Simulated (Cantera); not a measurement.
An isothermal, constant-pressure homogeneous reactor starts with CH₄ : CO₂ : H₂ = 1 : 1.7 : 0.88 (molar parts), at 1375 K and 85000 Pa.

Model: GRI-Mech 3.0 (53 species, 325 reactions), integrated in Cantera.

x: mole fraction; the columns are a selection and need not sum to one.

```tsv
t (s)	x CH₄	x CO₂	x H₂	x CH₃	x CH₂O	x HO₂	x C₂H₄
0.000300	0.279	0.475	0.246	4.34e-6	1.80e-10	<1e-12	3.64e-9
0.00107	0.279	0.475	0.246	1.20e-5	…	<1e-12	1.33e-7
0.00382	0.279	0.475	0.246	1.64e-5	…	<1e-12	2.22e-6
0.0136	0.279	0.474	0.245	1.95e-5	…	<1e-12	2.44e-5
0.0486	0.279	0.473	0.244	2.23e-5	2.56e-7	<1e-12	0.000192
0.173	0.277	0.467	0.241	2.27e-5	2.65e-7	<1e-12	0.000717
0.618	0.269	0.447	0.229	2.28e-5	2.77e-7	<1e-12	0.00151
2.20	0.244	0.384	0.199	2.25e-5	…	<1e-12	0.00297
7.86	0.173	0.252	0.164	1.95e-5	…	<1e-12	0.00604
28.0	0.0856	0.154	0.200	1.31e-5	…	<1e-12	0.0106
100	0.0757	0.123	0.246	1.12e-5	…	<1e-12	0.00799
```

Task: Some entries are withheld; supply them.

Result: 
- 0.00107, x CH₂O: 5.76e-9
- 0.00382, x CH₂O: 5.47e-8
- 0.0136, x CH₂O: 1.75e-7
- 2.20, x CH₂O: 3.17e-7
- 7.86, x CH₂O: 4.12e-7
- 28.0, x CH₂O: 2.96e-7
- 100, x CH₂O: 1.57e-7
